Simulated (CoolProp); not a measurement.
Saturated liquid density (kg/m³) of benzene: the reference equation beside estimates from Tc = 562.0 K, pc = 4.906 MPa, ω = 0.211.

Values from CoolProp's reference Helmholtz-energy equation of state, Thol 2012.

```
T (K)  reference  Soave-Redlich-Kwong  Peng-Robinson
-----  ---------  -------------------  -------------
312.6      858.0                784.3          884.0
326.4      843.1                771.9          870.8
340.2      827.9                758.7          856.7
354        812.5                744.9          841.7
367.8      796.8                730.2          825.8
381.6      780.8                714.7          808.8
395.4      764.3                698.1          790.6
409.2      747.2                680.5          771.2
423        729.6                661.6          750.2
436.8      711.2                641.4          727.6
```

Absolute difference from the reference over all 10 rows, mean and median: Soave-Redlich-Kwong 8.7 and 8.5 %, Peng-Robinson 3.2 and 3.4 %.
